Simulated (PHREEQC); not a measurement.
PHREEQC input (ion-association model, wateq4f.dat):

```
SOLUTION_MASTER_SPECIES
  An  An-  0  An  62.0  # stands for a non-complexing anion
SOLUTION_SPECIES
  An- = An-
    -log_k 0
    -gamma 3.0 0
PHASES
  Fix_H+
    H+ = H+
    -log_k 0
SOLUTION 1
  temp 25
  units mmol/kgw
  pH 7 charge
  Na 10
  An 10
END
SELECTED_OUTPUT 1
  -reset false
  -pH true
  -pe true
  -ionic_strength true
  -water true
  -totals Na
  -molalities Hfo_wOH Hfo_wOH2+ Hfo_wO- Hfo_sOH Hfo_sOH2+ Hfo_sO-
USER_PUNCH 1
  -headings sigma psi
  10 PUNCH EDL("sigma", "Hfo"), EDL("psi", "Hfo")
PRINT
  -reset false
USE solution 1
SURFACE 1
  Hfo_wOH 0.00561798 600 2.5
  Hfo_sOH 0.000140449
EQUILIBRIUM_PHASES 1
  Fix_H+ -3 HAn 10
    -force_equality true
  O2(g) -0.68 10
END
# ... the last block is repeated for the other 12 points of pH, with NaOH or the acid as the point needs
```

Selected output (columns that matter, 13 of 13 rows; pH added in front):

```
pH	mu	Na	m_Hfo_wOH	m_Hfo_wOH2+	m_Hfo_wO-	m_Hfo_sOH	m_Hfo_sOH2+	m_Hfo_sO-	sigma	psi
3	0.013678	0.01	0.00059863	0.0050177	1.6361e-06	1.4966e-05	0.00012544	4.0903e-08	0.33075	0.19916
3.67	0.012287	0.01	0.0015879	0.0040157	1.4385e-05	3.9698e-05	0.00010039	3.5962e-07	0.26383	0.19031
4.33	0.011485	0.01	0.0027031	0.0028563	5.8601e-05	6.7576e-05	7.1408e-05	1.465e-06	0.18447	0.17369
5	0.010915	0.01	0.0035527	0.0019142	0.00015105	8.8817e-05	4.7855e-05	3.7763e-06	0.11626	0.15135
5.67	0.010528	0.01	0.0040254	0.001309	0.00028358	0.00010063	3.2725e-05	7.0894e-06	0.067615	0.12469
6.33	0.010284	0.01	0.0042246	0.00097333	0.00042006	0.00010561	2.4333e-05	1.0501e-05	0.036481	0.094503
7	0.010135	0.01	0.0042923	0.0007944	0.0005313	0.00010731	1.986e-05	1.3282e-05	0.017349	0.060496
7.67	0.010045	0.01	0.0043103	0.00069762	0.00061008	0.00010776	1.744e-05	1.5252e-05	0.005772	0.024306
8.33	0.010024	0.010046	0.004312	0.00063169	0.0006743	0.0001078	1.5792e-05	1.6857e-05	-0.0028096	-0.012176
9	0.010112	0.010213	0.0043012	0.0005601	0.00075667	0.00010753	1.4003e-05	1.8917e-05	-0.012961	-0.048785
9.67	0.010278	0.010505	0.004256	0.00046016	0.00090177	0.0001064	1.1504e-05	2.2544e-05	-0.029119	-0.083641
10.33	0.010674	0.01111	0.0041107	0.00032839	0.0011788	0.00010277	8.2098e-06	2.947e-05	-0.056074	-0.11491
11	0.01191	0.012698	0.0037123	0.00018332	0.0017222	9.2807e-05	4.5829e-06	4.3055e-05	-0.10147	-0.14218
```

The oxide is taken as insoluble; below pH 4 it would dissolve.
